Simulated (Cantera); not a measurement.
What does this Cantera script print?

```python
import numpy as np
import cantera as ct

gas = ct.Solution("SiF4_NH3_mec.yaml", "gas")
gas.TPX = 2300, 4300, {'NH3': 1, 'H2': 0.62}
reactor = ct.IdealGasConstPressureReactor(gas, energy="off", clone=False)
net = ct.ReactorNet([reactor])
net.rtol, net.atol = 1e-08, 1e-18
show = ['NH3', 'H2', 'NH2', 'N', 'H', 'NH']
times = np.geomspace(0.0005, 3, 14)

steps = ct.SolutionArray(gas, extra=["t"])
rows = []
print(f"{'t/s':>10s}{'T/K':>9s}{'P/Pa':>11s}" + "".join(f"{s:>11s}" for s in show))
for t in times:
    while net.time < t:
        t_next = net.step()
        steps.append(gas.state, t=t_next)
    rows.append([np.interp(t, steps.t, y) for y in (steps.T, steps.P, *steps(*show).X.T)])
    print(f"{t:10.3e}{rows[-1][0]:9.1f}{rows[-1][1]:11.4g}" + "".join(f"{x:11.3e}" for x in rows[-1][2:]))
rate = np.gradient(steps.T, steps.t)
print("integrator steps:", len(steps.t))
if steps.T.max() > steps.T[0] + 200:
    print(f"time of steepest temperature rise: {steps.t[rate.argmax()]:.4e} s")
gas.TPX = 2300, 4300, {'NH3': 1, 'H2': 0.62}
gas.equilibrate("TP")
print(f"equilibrium (TP): T = {gas.T:.1f} K  " + "  ".join(f"{s} {gas[s].X[0]:.3e}" for s in show))
```

It prints:

```
       t/s      T/K       P/Pa        NH3         H2        NH2          N          H         NH
 5.000e-04   2300.0       4300  6.109e-01  3.848e-01  2.920e-03  4.233e-06  5.878e-04  7.592e-05
 9.763e-04   2300.0       4300  6.030e-01  3.899e-01  3.303e-03  6.087e-06  6.831e-04  9.659e-05
 1.906e-03   2300.0       4300  5.874e-01  4.007e-01  3.263e-03  6.290e-06  7.117e-04  9.755e-05
 3.723e-03   2300.0       4300  5.584e-01  4.208e-01  3.144e-03  6.436e-06  7.568e-04  9.683e-05
 7.269e-03   2300.0       4300  5.070e-01  4.563e-01  2.932e-03  6.677e-06  8.415e-04  9.522e-05
 1.419e-02   2300.0       4300  4.235e-01  5.141e-01  2.580e-03  7.033e-06  9.968e-04  9.168e-05
 2.772e-02   2300.0       4300  3.053e-01  5.958e-01  2.053e-03  7.470e-06  1.272e-03  8.441e-05
 5.412e-02   2300.0       4300  1.714e-01  6.883e-01  1.381e-03  7.893e-06  1.758e-03  7.133e-05
 1.057e-01   2300.0       4300  6.170e-02  7.636e-01  6.935e-04  8.284e-06  2.715e-03  5.191e-05
 2.064e-01   2300.0       4300  7.340e-03  7.985e-01  1.756e-04  9.979e-06  6.038e-03  2.874e-05
 4.029e-01   2300.0       4300  3.307e-05  7.864e-01  3.349e-06  3.472e-06  2.514e-02  2.347e-06
 7.868e-01   2300.0       4300  1.355e-06  7.732e-01  2.205e-07  5.902e-07  3.971e-02  2.483e-07
 1.536e+00   2300.0       4300  3.807e-07  7.718e-01  6.449e-08  1.871e-07  4.126e-02  7.561e-08
 3.000e+00   2300.0       4300  2.032e-07  7.718e-01  3.444e-08  9.995e-08  4.127e-02  4.039e-08
integrator steps: 1690
equilibrium (TP): T = 2300.0 K  NH3 1.648e-07  H2 7.718e-01  NH2 2.793e-08  N 8.106e-08  H 4.127e-02  NH 3.275e-08
```

Model: the gas-phase N/H chemistry of the illustrative SiF4/NH3 mechanism in the Surface Chemkin manual (1991), integrated in Cantera. Walls and surfaces, which speed up NH3 decomposition in real reactors, are not modelled.
